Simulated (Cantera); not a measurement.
A Cantera script and what it prints.

```python
import numpy as np
import cantera as ct

gas_names = [...]  # 105 gases of nasa_gas.yaml made of C, H, N, Si
cond_names = """
    C(gr) C6H6(L) C7H8(L) C8H18(L),n-octa Si(cr) Si(L) SiC(b) Si3N4(a)
""".split()


# ... load() reads the species with a 1 bar reference pressure and builds the phases ...
atoms = {
    'Si3N4': {'Si': 3, 'N': 4},
    'C': {'C': 1},
    'H2': {'H': 2},
}
top_T = {'C(gr)': 4500, 'SiC(b)': 3050, 'Si3N4(a)': 2400}  # K; cautious upper limits of use, not melting points


# ... equilibrate(T, P, feed) seeds the gas with the atoms and calls Mixture.equilibrate('TP', solver="vcs", rtol=1e-11, max_steps=5000) ...
results = []
feed = {'Si3N4': 1, 'C': 0.039, 'H2': 6.3}  # mol
P = 10000  # Pa
for T in [1423, 1473, 1523, 1573, 1623, 1673, 1723]:
    mix = equilibrate(T, P, feed)
    results.append((T, P, feed, dict(zip(mix.species_names, mix.species_moles))))
    x = sorted(zip(gas.X, gas.species_names), reverse=True)
    print(f"T = {T:g} K  P = {P:g} Pa  gas = {mix.phase_moles(0):.4g} mol")
    print("   x: " + "  ".join(f"{s} {v:.3e}" for v, s in x if v > 1e-06))
    print("   condensed (mol): " + ("  ".join(f"{mix.phase(i).name} {mix.phase_moles(i):.4g}"
          for i in range(1, mix.n_phases) if mix.phase_moles(i) > 1e-12) or "none"))
```

Result:

```
T = 1423 K  P = 10000 Pa  gas = 6.326 mol
   x: H2 9.959e-01  N2 4.091e-03  CH4 2.450e-05  H 2.096e-05  HCN 2.468e-06
   condensed (mol): SiC(b) 0.03883  Si3N4(a) 0.9871
T = 1473 K  P = 10000 Pa  gas = 6.326 mol
   x: H2 9.958e-01  N2 4.100e-03  H 3.992e-05  CH4 1.152e-05  HCN 2.201e-06
   condensed (mol): SiC(b) 0.03891  Si3N4(a) 0.987
T = 1523 K  P = 10000 Pa  gas = 6.326 mol
   x: H2 9.958e-01  N2 4.104e-03  H 7.293e-05  CH4 5.696e-06  HCN 1.978e-06
   condensed (mol): SiC(b) 0.03895  Si3N4(a) 0.987
T = 1573 K  P = 10000 Pa  gas = 6.326 mol
   x: H2 9.958e-01  N2 4.107e-03  H 1.283e-04  CH4 2.948e-06  SiH2 2.157e-06  HCN 1.790e-06
   condensed (mol): SiC(b) 0.03897  Si3N4(a) 0.987
T = 1623 K  P = 10000 Pa  gas = 6.329 mol
   x: H2 9.953e-01  N2 4.421e-03  H 2.181e-04  SiH2 6.438e-06  HCN 1.775e-06  CH4 1.669e-06  Si 1.564e-06
   condensed (mol): Si(cr) 0.002943  SiC(b) 0.03898  Si3N4(a) 0.986
T = 1673 K  P = 10000 Pa  gas = 6.365 mol
   x: H2 9.897e-01  N2 9.953e-03  H 3.583e-04  SiH2 1.090e-05  HCN 4.180e-06  Si 4.178e-06  SiH 2.222e-06  CH4 1.589e-06
   condensed (mol): Si(cr) 0.05597  SiC(b) 0.03896  Si3N4(a) 0.9683
T = 1723 K  P = 10000 Pa  gas = 6.455 mol
   x: H2 9.757e-01  N2 2.366e-02  H 5.696e-04  SiH2 1.657e-05  HCN 1.050e-05  Si 9.834e-06  SiH 4.418e-06  CH4 1.596e-06
   condensed (mol): Si(L) 0.19  SiC(b) 0.03892  Si3N4(a) 0.9236
```

Method: chemical equilibrium by Gibbs-energy minimisation in Cantera with the NASA 1993 tables (ideal gas, pure condensed phases). Mutual solubility and eutectic melting of coexisting phases are not modelled. Gases not in the tables: Si2H6 and higher silanes.
